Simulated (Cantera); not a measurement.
## Thermodynamics of halide evaporation, hydrolysis and transport, feed SrCl₂ + H₂

Input: 1 mol SrCl₂, 9.7 mol H₂, held at 0.00510 bar.

Equilibrium computed with Cantera from the NASA thermochemical tables; the gas is ideal and each condensed phase is pure. Candidate condensed phases: Sr, SrCl₂; 8 gas species. The numbers say what is thermodynamically allowed, not how fast it happens.

From 1275 K to 1500 K the condensed part is SrCl₂(l). From 1575 K to 1950 K nothing is condensed. The main Sr-bearing gas is SrCl₂ throughout.

```
T (K)   x H₂  x SrCl₂       x H     x HCl    x SrCl      x Sr      x Cl  n SrCl₂(l)
-----  -----  -------  --------  --------  --------  --------  --------  ----------
1275   0.999  0.00140   1.03e-5   2.47e-5   1.56e-5   4.55e-6  2.16e-10       0.986
1350   0.993  0.00660   3.33e-5   9.77e-5   6.94e-5   1.42e-5   2.73e-9       0.935
1425   0.973   0.0259   9.42e-5  0.000334  0.000258   3.80e-5   2.65e-8       0.739
1500   0.910   0.0877  0.000235  0.000997  0.000819   8.89e-5   2.08e-7      0.0565
1575   0.904   0.0918  0.000553   0.00168   0.00133  0.000179   8.19e-7           0
1650   0.903   0.0909   0.00121   0.00266   0.00199  0.000334   2.79e-6           0
1725   0.900   0.0897   0.00247   0.00404   0.00287  0.000586   8.57e-6           0
1800   0.896   0.0880   0.00475   0.00592   0.00399  0.000976   2.40e-5           0
1875   0.890   0.0858   0.00866   0.00839   0.00535   0.00155   6.18e-5           0
1950   0.881   0.0829    0.0151    0.0115   0.00696   0.00236  0.000148           0
```
x: gas mole fraction; n: condensed amount in mol.
